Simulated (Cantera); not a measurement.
## Thermal oxidation and active oxidation of silicon: Si + N2O + N2

Feed: 1 mol Si, 0.31 mol N2O, 25 mol N2, at 1.33 mbar.

Equilibrium computed with Cantera from the NASA thermochemical tables; the gas is ideal and each condensed phase is pure. Candidate condensed phases: Si, SiO2, Si2N2O, Si3N4; 16 gas species. Mutual solubility and eutectic melting of coexisting phases are not modelled. The tables' values for SiN are old estimates; treat these amounts as uncertain. Equilibrium is a limit: real reactors are often held back by kinetics, nucleation or transport.

| T (K) | x N2 | x Si | x SiO | x Si2N | x SiN | x Si2 | n Si2N2O(s) | n Si3N4(s) | n Si(l) |
|---|---|---|---|---|---|---|---|---|---|
| 900 | 1.00 | <1e-12 | <1e-12 | <1e-12 | <1e-12 | <1e-12 | 0.310 | 0.127 | 0 |
| 1000 | 1.00 | <1e-12 | <1e-12 | <1e-12 | <1e-12 | <1e-12 | 0.310 | 0.127 | 0 |
| 1100 | 1.00 | <1e-12 | 9.22e-12 | <1e-12 | <1e-12 | <1e-12 | 0.310 | 0.127 | 0 |
| 1200 | 1.00 | <1e-12 | 1.89e-9 | <1e-12 | <1e-12 | <1e-12 | 0.310 | 0.127 | 0 |
| 1300 | 1.00 | 1.68e-10 | 1.68e-7 | <1e-12 | 2.11e-11 | <1e-12 | 0.310 | 0.127 | 0 |
| 1400 | 1.000 | 1.63e-8 | 7.77e-6 | 4.22e-11 | 1.21e-9 | <1e-12 | 0.310 | 0.127 | 0 |
| 1500 | 1.000 | 8.54e-7 | 0.000214 | 6.50e-9 | 4.00e-8 | 1.18e-10 | 0.305 | 0.128 | 0 |
| 1600 | 0.996 | 2.71e-5 | 0.00384 | 5.28e-7 | 8.50e-7 | 2.50e-8 | 0.214 | 0.158 | 0 |
| 1700 | 0.987 | 0.000509 | 0.0121 | 2.02e-5 | 1.12e-5 | 2.23e-6 | 0 | 0 | 0.675 |
| 1800 | 0.985 | 0.00238 | 0.0121 | 6.15e-5 | 3.82e-5 | 1.44e-5 | 0 | 0 | 0.624 |
| 1900 | 0.978 | 0.00946 | 0.0120 | 0.000165 | 0.000114 | 7.60e-5 | 0 | 0 | 0.429 |
| 2000 | 0.962 | 0.0250 | 0.0118 | 0.000235 | 0.000234 | 0.000199 | 0 | 0 | 0 |
| 2100 | 0.962 | 0.0257 | 0.0118 | 5.90e-5 | 0.000191 | 8.63e-5 | 0 | 0 | 0 |
| 2200 | 0.962 | 0.0260 | 0.0118 | 1.63e-5 | 0.000157 | 3.90e-5 | 0 | 0 | 0 |
x: gas mole fraction; n: condensed amount in mol.

From 900 K to 1600 K the condensed part is Si2N2O(s) + Si3N4(s). From 1700 K to 1900 K the condensed part is Si(l). From 2000 K to 2200 K nothing is condensed.
